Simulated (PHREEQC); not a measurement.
A made-up water analysis in mg/L, 25 °C, pH 6.8, pe 8.5:

| constituent | mg/L |
|---|---|
| Na | 1.35 |
| K | 0.263 |
| Ca | 1.9 |
| Mg | 1.95 |
| Cl | 1.42 |
| S(6) as SO4 | 1.7 |
| Alkalinity as HCO3 | 15.5 |
| Ba | 0.0113 |
| N(5) as NO3 | 0.0137 |
| Li | 0.0645 |
| O(0) (dissolved oxygen) | 0.272 |
| Sr | 0.827 |

Valence states are taken as typed.

Equilibrium calculation in PHREEQC: ion-association model, phreeqc.dat.

Precipitation was switched off in this run.

Problem. Predict the charge-balance error.

Solution. charge-balance error 2.9 %.

Problem. In which forms is C present?

Solution. HCO3- 74 %, CO2 26 % of the C.
